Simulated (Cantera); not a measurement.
**Nitride etching: BN + NF3 + Cl2**

Charge: 1 mol BN, 0.91 mol NF3, 0.69 mol Cl2, equilibrated at 13300 Pa.

Method: chemical equilibrium by Gibbs-energy minimisation in Cantera with the NASA 1993 tables (ideal gas, pure condensed phases). Candidate condensed phases: B, BN; 21 gas species. The tables' values for BF2, BClF, BCl2 are old estimates; treat these amounts as uncertain. Rates play no part.

```tsv
T (K)	log p N2	log p BF3	log p Cl	log p Cl2	log p BCl3	log p BF2
725	-1.29	-1.32	-6.63	-1.53	-2.32	<-12
875	-1.29	-1.32	-5.10	-1.53	-2.32	<-12
1025	-1.29	-1.32	-4.02	-1.53	-2.32	-11.42
1175	-1.30	-1.32	-3.21	-1.54	-2.32	-9.47
1325	-1.30	-1.32	-2.59	-1.55	-2.32	-7.95
1475	-1.31	-1.33	-2.11	-1.61	-2.33	-6.74
1625	-1.32	-1.35	-1.76	-1.73	-2.35	-5.72
1775	-1.35	-1.37	-1.53	-1.95	-2.37	-4.83
1925	-1.37	-1.39	-1.40	-2.28	-2.40	-4.00
2075	-1.38	-1.40	-1.35	-2.67	-2.43	-3.25
```
log p: log10 of the partial pressure in bar; nothing condenses.

From 725 K to 2075 K nothing is condensed. The main B-bearing gas is BF3 throughout.
